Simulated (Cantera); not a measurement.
# Hydrocarbon pyrolysis for carbon deposition

An isothermal, constant-pressure homogeneous reactor starts with 1.85 % C2H6, 98.1 % H2, at 1650 K and 0.888 atm.

Model: GRI-Mech 3.0 (53 species, 325 reactions), integrated in Cantera. GRI-Mech 3.0 stops at C3 and has no aromatics, soot or wall deposition, so with more carbon than oxygen in the feed, carbon stays in small species such as C2H2 where larger ones or solid carbon would form.

| t (s) | x C2H6 | x H2 | x CH2 | x C2H2 | x H | x C2H |
|---|---|---|---|---|---|---|
| 5.00e-5 | 0.000335 | 0.972 | 2.08e-7 | 0.00213 | 0.000748 | 7.17e-9 |
| 0.000334 | 8.64e-6 | 0.973 | 7.78e-9 | 0.00519 | 0.000141 | 3.28e-9 |
| 0.00224 | 2.51e-6 | 0.973 | 3.47e-9 | 0.00798 | 9.50e-5 | 3.40e-9 |
| 0.0150 | 1.71e-6 | 0.973 | 3.39e-9 | 0.00860 | 9.45e-5 | 3.65e-9 |
| 0.100 | 1.68e-6 | 0.973 | 3.33e-9 | 0.00877 | 9.47e-5 | 3.72e-9 |
| 0.669 | 1.61e-6 | 0.973 | 3.15e-9 | 0.00926 | 9.51e-5 | 3.95e-9 |
| 4.47 | 1.59e-6 | 0.974 | 3.11e-9 | 0.00938 | 9.52e-5 | 4.00e-9 |
| 29.9 | 1.59e-6 | 0.974 | 3.11e-9 | 0.00938 | 9.52e-5 | 4.00e-9 |
| 200 | 1.59e-6 | 0.974 | 3.11e-9 | 0.00938 | 9.52e-5 | 4.00e-9 |
x: mole fraction; the columns are a selection and need not sum to one.

Equilibrium at this temperature and pressure: C2H6 1.59e-6, H2 0.974, CH2 3.11e-9, C2H2 0.00938, H 9.52e-5, C2H 4.00e-9 (gas phase only).
